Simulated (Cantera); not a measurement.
A closed system holds: 1 mol B2H6, a varied amount of N2, equilibrated at 0.00200 bar.

Method: chemical equilibrium by Gibbs-energy minimisation in Cantera with the NASA 1993 tables (ideal gas, pure condensed phases). Candidate condensed phases: B, BN; 15 gas species. The feed counts by its element totals alone. N2 is the only nitrogen source here; it is nearly inert below about 1500 K, so the nitride shown seldom forms there in practice. Mutual solubility and eutectic melting of coexisting phases are not modelled. Kinetics and transport are ignored.

Stable condensed phases, one row left out:

```
T in °C \ n(N2) in mol
         1.2 1.4 1.7 2.1 2.5   3 3.6 4.3 5.2 6.3 7.5
   1900    A   A   A   A   A   A   A   A   A   B   C
   1750    B   C   C   C   C   C   C   C   C   C   C
   1450    C   C   C   C   C   C   C   C   C   C   C
   1300    C   C   C   C   C   C   C   C   C   C   C
   1150    C   C   C   C   C   C   C   C   C   C   C
   1000    C   C   C   C   C   C   C   C   C   C   C
    850    C   C   C   C   C   C   C   C   C   C   C
    700    C   C   C   C   C   C   C   C   C   C   C
```

A: B; B: B + BN; C: BN.

Give the row for 1600 °C.

1.2: BN; 1.4: BN; 1.7: BN; 2.1: BN; 2.5: BN; 3: BN; 3.6: BN; 4.3: BN; 5.2: BN; 6.3: BN; 7.5: BN.
